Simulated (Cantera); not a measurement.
**Stirred combustor or abatement burner**

A perfectly stirred reactor is fed with CH3OH : O2 : N2 = 1 : 1.25 : 4.7 (molar parts), at 1400000 Pa; it is adiabatic with a 725 K inlet, and is followed from long to short residence time, starting on the burning branch (τ in s: 0.056, 0.026, 0.012, 0.0057, 0.0027, 0.0012, 0.00058, 0.00027, 0.00013, 5.9e-05, 2.8e-05, 1.3e-05).

Model: GRI-Mech 3.0 (53 species, 325 reactions), integrated in Cantera. GRI-Mech 3.0 was tuned for natural gas; its chemistry of methanol as a main component is partial and can be far from experiment. The pressure lies above the range GRI-Mech 3.0 was tuned for (to about 10 atm).

| τ (s) | T (K) | x CH3OH | x O2 | x CH3 | x N2O | x C2H2 | x C2H4 | x CH2 |
|---|---|---|---|---|---|---|---|---|
| 0.056 | 2455 | 1.73e-7 | 0.000232 | 3.32e-7 | 1.10e-7 | 1.94e-10 | 6.94e-12 | 1.67e-8 |
| 0.026 | 2454 | 3.65e-7 | 0.000256 | 6.76e-7 | 1.12e-7 | 5.79e-10 | 2.84e-11 | 3.47e-8 |
| 0.012 | 2453 | 7.60e-7 | 0.000306 | 1.31e-6 | 1.16e-7 | 1.72e-9 | 1.04e-10 | 7.01e-8 |
| 0.0057 | 2450 | 1.50e-6 | 0.000399 | 2.28e-6 | 1.23e-7 | 4.30e-9 | 3.08e-10 | 1.31e-7 |
| 0.0027 | 2445 | 2.85e-6 | 0.000571 | 3.59e-6 | 1.35e-7 | 8.70e-9 | 7.27e-10 | 2.28e-7 |
| 0.0012 | 2436 | 5.47e-6 | 0.000903 | 5.21e-6 | 1.55e-7 | 1.43e-8 | 1.43e-9 | 3.83e-7 |
| 0.00058 | 2424 | 9.50e-6 | 0.00140 | 6.79e-6 | 1.78e-7 | 1.89e-8 | 2.23e-9 | 5.72e-7 |
| 0.00027 | 2404 | 1.66e-5 | 0.00222 | 8.84e-6 | 2.08e-7 | 2.39e-8 | 3.38e-9 | 8.47e-7 |
| 0.00013 | 2378 | 2.83e-5 | 0.00339 | 1.19e-5 | 2.38e-7 | 3.20e-8 | 5.41e-9 | 1.25e-6 |
| 5.9e-5 | 2340 | 5.05e-5 | 0.00522 | 1.81e-5 | 2.70e-7 | 5.33e-8 | 1.09e-8 | 2.03e-6 |
| 2.8e-5 | 2292 | 8.95e-5 | 0.00768 | 3.04e-5 | 2.95e-7 | 1.11e-7 | 2.73e-8 | 3.45e-6 |
| 1.3e-5 | 2230 | 0.000171 | 0.0114 | 5.81e-5 | 3.11e-7 | 3.04e-7 | 9.18e-8 | 6.35e-6 |
x: mole fraction; the columns are a selection and need not sum to one.
